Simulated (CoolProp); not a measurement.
Aqueous potassium acetate as a coolant, 16 % by mass, freezing at -8.2 °C, 1 atm.

Values from CoolProp's Melinder's fits for secondary coolants.

| T (°C) | viscosity (mPa s) | Prandtl number | conductivity (W/(m K)) | cp (kJ/(kg K)) |
|---|---|---|---|---|
| -1.9 | 2.81 | 19.8 | 0.512 | 3.602 |
| 6.5 | 2.14 | 14.7 | 0.525 | 3.614 |
| 14.8 | 1.70 | 11.5 | 0.537 | 3.625 |
| 23.1 | 1.39 | 9.20 | 0.549 | 3.636 |
| 31.5 | 1.16 | 7.55 | 0.561 | 3.646 |
| 39.8 | 0.989 | 6.31 | 0.573 | 3.655 |
